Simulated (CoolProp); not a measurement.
Properties of isobutene along the isobar 1580 kPa.

Model: reference Helmholtz-energy equation of state, Lemmon 2005, in CoolProp. It is a short technical equation, of lower accuracy than the large ones.

```csv
T (K),phase,Z,speed of sound (m/s),Joule-Thomson coefficient (K/MPa),expansivity (1/kK),fugacity coefficient
187.4,liquid,0.07998,1515,-0.5201,1.430,0.0006647
223.1,liquid,0.07083,?,-0.4702,1.544,0.008611
258.7,liquid,0.06473,1106,-0.3964,1.732,0.04878
294.4,liquid,0.06083,910.9,-0.2833,2.052,0.1671
330,liquid,0.05894,713.9,-0.08515,2.667,0.4085
401.4,gas,0.8199,213.8,12.27,4.744,0.8464
437,gas,0.8711,234.6,8.779,3.577,0.8841
472.7,gas,0.9039,251.4,6.691,2.948,?
508.3,gas,0.9265,265.9,5.313,2.545,?
```

Problem. Some entries are withheld; supply them.

Solution. 
- 223.1, speed of sound (m/s): 1306
- 472.7, fugacity coefficient: 0.9107
- 508.3, fugacity coefficient: 0.9301
